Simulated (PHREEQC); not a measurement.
Consider water at 25 °C with 25 mmol/kgw HNO3, 0.086 mmol/kgw CuSO4 and 1 mmol/kgw KCl. Closed to the air; pH follows from the charge balance.

The numbers come from PHREEQC with the ion-association model, phreeqc.dat.

This is a speciation only: nothing precipitates in the calculation.

### Question
What pH, specific conductance does the model give?

### Answer
pH 1.66; specific conductance 9590 µS/cm.

### Question
In which forms is S present?

### Answer
HSO4- 57 %, SO4-2 42 % of the S.

Species that the database lacks are ignored.
